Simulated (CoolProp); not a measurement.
Saturation properties of R124.

The numbers come from the reference Helmholtz-energy equation of state, de Vries 1995 in CoolProp.

```tsv
T (K)	p (MPa)	liquid density (kg/m³)	vapour Z
307.2	0.5015	1323	0.8694
312.4	0.5812	1304	0.8554
317.6	(withheld)	1285	0.8405
322.7	0.7668	1265	0.8249
327.9	0.8757	(withheld)	0.8079
333.1	(withheld)	(withheld)	(withheld)
338.3	1.128	1199	(withheld)
343.5	(withheld)	1175	0.7497
348.7	1.430	(withheld)	0.7275
353.9	1.602	1123	0.7037
```

Q: Some entries are withheld; supply them.

A: 
- 317.6, p (MPa): 0.6701
- 327.9, liquid density (kg/m³): 1244
- 333.1, p (MPa): 0.9957
- 333.1, liquid density (kg/m³): 1222
- 333.1, vapour Z: 0.7898
- 338.3, vapour Z: 0.7704
- 343.5, p (MPa): 1.272
- 348.7, liquid density (kg/m³): 1150

It boils at 261.2 K under 1 atm.
